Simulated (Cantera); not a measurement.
A closed system holds: 1 mol CuO, 1.3 mol CO, 0.97 mol N2, equilibrated at 2350 °C and 0.0133 bar.

Equilibrium computed with Cantera from the NASA thermochemical tables; the gas is ideal and each condensed phase is pure. Candidate condensed phases: C, Cu, CuO, Cu2O; 27 gas species. Equilibrium is a limit: real reactors are often held back by kinetics, nucleation or transport.

Base state: Cu 0.271, N2 0.259, CO 0.253, CO2 0.100, O2 0.0551, O 0.0526, NO 0.00830, CuO 0.000491 (mole fractions); condensed: gas only.

Question: What changes in the equilibrium state with this change: pressure from 0.0133 bar to 0.440 bar?

Answer: 
| species | before | after |
|---|---|---|
| Cu | 0.271 | 0.290 |
| N2 | 0.259 | 0.284 |
| CO2 | 0.100 | 0.232 |
| CO | 0.253 | 0.153 |
| O | 0.0526 | 0.00614 |
| O2 | 0.0551 | 0.0248 |
| Cu2 | 5.61e-5 | 0.00212 |
| CuO | 0.000491 | 0.00202 |
